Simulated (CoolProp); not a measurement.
Values from CoolProp's reference Helmholtz-energy equation of state, Schmidt 1985.

Q: For oxygen, give the phase and the Joule-Thomson coefficient (K/MPa), Prandtl number at 99.6 K and 1600 kPa; 99.6 K and 10900 kPa.

A: 
- 99.6 K and 1600 kPa: liquid; Joule-Thomson coefficient -0.277, Prandtl number 1.95
- 99.6 K and 10900 kPa: liquid; Joule-Thomson coefficient -0.312, Prandtl number 1.97

Viscosity comes from a separate model (Lemmon 2004). Thermal conductivity comes from a separate model (Lemmon 2004).
